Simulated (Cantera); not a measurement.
What does this Cantera script print?

```python
import numpy as np
import cantera as ct

gas = ct.Solution("gri30.yaml")
gas.TPX = 1023, 500000, {'CH3OH': 1, 'O2': 3.49, 'N2': 10.1}
reactor = ct.IdealGasConstPressureReactor(gas, energy="on", clone=False)
net = ct.ReactorNet([reactor])
net.rtol, net.atol = 1e-08, 1e-16
show = ['CH3OH', 'O2', 'CO2', 'CH2O', 'CH2', 'C2H2', 'OH']
times = np.geomspace(1e-06, 5, 12)

steps = ct.SolutionArray(gas, extra=["t"])
rows = []
print(f"{'t/s':>10s}{'T/K':>9s}{'P/Pa':>11s}" + "".join(f"{s:>11s}" for s in show))
for t in times:
    while net.time < t:
        t_next = net.step()
        steps.append(gas.state, t=t_next)
    rows.append([np.interp(t, steps.t, y) for y in (steps.T, steps.P, *steps(*show).X.T)])
    print(f"{t:10.3e}{rows[-1][0]:9.1f}{rows[-1][1]:11.4g}" + "".join(f"{x:11.3e}" for x in rows[-1][2:]))
rate = np.gradient(steps.T, steps.t)
print("integrator steps:", len(steps.t))
if steps.T.max() > steps.T[0] + 200:
    print(f"time of steepest temperature rise: {steps.t[rate.argmax()]:.4e} s")
gas.TPX = 1023, 500000, {'CH3OH': 1, 'O2': 3.49, 'N2': 10.1}
gas.equilibrate("HP")
print(f"equilibrium (HP): T = {gas.T:.1f} K  " + "  ".join(f"{s} {gas[s].X[0]:.3e}" for s in show))
```

It prints:

```
       t/s      T/K       P/Pa      CH3OH         O2        CO2       CH2O        CH2       C2H2         OH
 1.000e-06   1023.0      5e+05  6.854e-02  2.392e-01  1.535e-12  2.186e-11  3.984e-14  4.945e-25  6.461e-13
 4.064e-06   1023.0      5e+05  6.854e-02  2.392e-01  6.295e-12  1.054e-10  3.984e-14  2.036e-24  6.488e-13
 1.652e-05   1023.0      5e+05  6.854e-02  2.392e-01  2.564e-11  4.737e-10  3.984e-14  8.300e-24  6.554e-13
 6.714e-05   1023.0      5e+05  6.854e-02  2.392e-01  1.043e-10  2.188e-09  3.984e-14  3.377e-23  6.640e-13
 2.729e-04   1023.0      5e+05  6.854e-02  2.392e-01  4.239e-10  9.562e-09  3.984e-14  1.375e-22  6.657e-13
 1.109e-03   1023.0      5e+05  6.854e-02  2.392e-01  1.723e-09  3.973e-08  3.984e-14  5.621e-22  6.696e-13
 4.508e-03   1023.0      5e+05  6.854e-02  2.392e-01  7.004e-09  1.674e-07  3.984e-14  2.341e-21  7.617e-13
 1.832e-02   1023.0      5e+05  6.854e-02  2.392e-01  2.850e-08  1.052e-06  3.984e-14  1.049e-20  2.967e-12
 7.447e-02   1023.6      5e+05  6.832e-02  2.391e-01  2.015e-07  1.891e-04  4.068e-14  2.143e-19  1.021e-09
 3.027e-01   2153.6      5e+05  5.908e-21  1.283e-01  6.584e-02  1.010e-13  1.106e-21  3.722e-27  2.788e-03
 1.230e+00   2148.5      5e+05  5.485e-21  1.271e-01  6.585e-02  9.519e-14  9.708e-22  3.152e-27  2.724e-03
 5.000e+00   2148.5      5e+05  5.484e-21  1.271e-01  6.585e-02  9.518e-14  9.705e-22  3.151e-27  2.723e-03
integrator steps: 2348
time of steepest temperature rise: 9.1914e-02 s
equilibrium (HP): T = 2148.5 K  CH3OH 5.645e-21  O2 1.271e-01  CO2 6.585e-02  CH2O 9.518e-14  CH2 2.302e-21  C2H2 3.795e-27  OH 2.723e-03
```

Cantera simulation using GRI-Mech 3.0 (53 species, 325 reactions); the numbers are that mechanism's predictions, not measurements. GRI-Mech 3.0 was tuned for natural gas; its chemistry of methanol as a main component is partial and can be far from experiment.
